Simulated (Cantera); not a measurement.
A Cantera script and its output.

```python
import numpy as np
import cantera as ct

surf = ct.Interface("ptcombust.yaml", "Pt_surf")
gas = surf.adjacent["gas"]
gas.TPX = 300, 6500, {'CH4': 0.081, 'O2': 0.098, 'N2': 0.79}
jet = ct.ImpingingJet(gas=gas, width=0.021, surface=surf)
jet.inlet.mdot, jet.inlet.T, jet.inlet.X = 0.19, 300, {'CH4': 0.081, 'O2': 0.098, 'N2': 0.79}
jet.set_refine_criteria(ratio=10, slope=0.2, curve=0.3)
show, cover = ['CH4', 'O2', 'H2O', 'OH', 'CO', 'CO2'], ["PT(S)", "H(S)", "O(S)", "OH(S)", "CO(S)", "C(S)"]

rows = []
print(f"{'Ts/K':>7s}" + "".join(f"{s:>11s}" for s in show + cover) + "   (gas at the wall, coverages)")
for i, Ts in enumerate([900, 950, 1000, 1050, 1100, 1150, 1200, 1250]):
    jet.surface.T = Ts
    if i == 0:
        surf.TP = Ts, 6500
        surf.coverages = "PT(S):0.5, O(S):0.5"
        surf.advance_coverages(1.0)
        jet.set_initial_guess(products="inlet")
    jet.solve(loglevel=0, auto=(i == 0))
    rows.append([*(jet.X[gas.species_index(s), -1] for s in show), *surf[cover].coverages])
    print(f"{Ts:7g}" + "".join(f"{x:11.3e}" for x in rows[-1]))
```

It prints:

```
   Ts/K        CH4         O2        H2O         OH         CO        CO2      PT(S)       H(S)       O(S)      OH(S)      CO(S)       C(S)   (gas at the wall, coverages)
    900  3.076e-02  1.292e-02  9.651e-02  3.807e-10  4.718e-02  9.401e-03  6.074e-01  1.338e-04  4.108e-05  3.170e-05  3.831e-01  9.216e-03
    950  2.633e-02  1.108e-02  1.013e-01  2.969e-10  5.882e-02  1.060e-03  6.821e-01  7.546e-04  3.535e-06  6.947e-06  2.424e-01  7.475e-02
   1000  2.211e-02  9.384e-03  1.002e-01  6.375e-10  6.333e-02  8.040e-04  7.694e-01  1.316e-03  2.309e-06  4.831e-06  1.461e-01  8.318e-02
   1050  1.850e-02  7.974e-03  9.864e-02  1.917e-09  6.656e-02  1.311e-03  8.634e-01  1.483e-03  3.305e-06  5.263e-06  9.194e-02  4.321e-02
   1100  1.666e-02  7.330e-03  9.703e-02  5.984e-09  6.751e-02  2.400e-03  9.261e-01  1.427e-03  5.944e-06  6.308e-06  5.453e-02  1.790e-02
   1150  1.593e-02  7.160e-03  9.522e-02  1.759e-08  6.677e-02  4.125e-03  9.601e-01  1.302e-03  1.090e-05  7.522e-06  3.121e-02  7.362e-03
   1200  1.573e-02  7.213e-03  9.306e-02  4.744e-08  6.493e-02  6.507e-03  9.777e-01  1.175e-03  1.913e-05  8.742e-06  1.783e-02  3.224e-03
   1250  1.577e-02  7.371e-03  9.052e-02  1.163e-07  6.231e-02  9.504e-03  9.870e-01  1.064e-03  3.179e-05  9.897e-06  1.033e-02  1.510e-03
```

Cantera simulation using Deutschmann's 1995 Pt surface mechanism with GRI-Mech 3.0 gas chemistry; the numbers are that mechanism's predictions, not measurements. Catalytic surfaces can have several steady states; this one follows from the mechanism file's or the stated starting coverage.
